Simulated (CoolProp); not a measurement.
Vapour-liquid equilibrium of R134a (1) + R236FA (2) at 704 kPa; x and y are mole fractions of (1).

Model: multi-fluid Helmholtz-energy mixture model, Tillner-Roth 1994 and Pan 2012; pair parameters Bell 2016, in CoolProp.

```csv
x,"bubble temperature, mixture model (°C)","bubble temperature, Raoult's law (°C)","y, mixture model","y, Raoult's law"
0.05,55.0,54.7,0.089,0.105
0.2,49.4,48.7,0.321,0.362
0.35,44.4,43.4,0.510,0.554
0.5,39.8,38.9,0.664,0.700
0.65,35.5,34.8,0.789,0.815
0.8,31.6,31.2,0.892,0.905
0.95,28.0,27.9,0.976,0.979
```

The largest gap from Raoult's law is +1.0 K in bubble temperature, at x = 0.35. No azeotrope shows between x = 0.05 and 0.95.

Pair parameters are fitted to limited data, so mixtures are less certain than the pure fluids.
